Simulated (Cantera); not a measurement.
An isothermal, constant-pressure homogeneous reactor starts with C2H6 : H2 = 1 : 5.7 (molar parts), at 1250 K and 0.987 atm. Integrator tolerance rtol = 1e-08.

Model: GRI-Mech 3.0 (53 species, 325 reactions), integrated in Cantera. GRI-Mech 3.0 stops at C3 and has no aromatics, soot or wall deposition, so with more carbon than oxygen in the feed, carbon stays in small species such as C2H2 where larger ones or solid carbon would form.

Q: What does this change do: pressure from 0.987 atm to 0.00434 atm?

A: 
```tsv
quantity	before	after
x(C2H6) at 200 s	0.000125 (gas-phase equilibrium 0.000125)	1.70e-6 (gas-phase equilibrium 7.34e-7)
x(H2) at 200 s	0.705 (gas-phase equilibrium 0.705)	0.831 (gas-phase equilibrium 0.870)
x(C2H2) at 200 s	0.000520 (gas-phase equilibrium 0.000520)	0.0794 (gas-phase equilibrium 0.103)
x(CH4) at 200 s	0.292 (gas-phase equilibrium 0.292)	0.0880 (gas-phase equilibrium 0.0248)
x(CH2) at 200 s	1.06e-12 (gas-phase equilibrium 1.06e-12)	2.15e-11 (gas-phase equilibrium 1.66e-11)
```
Radical loss at walls, strong at low pressure, is not modelled.
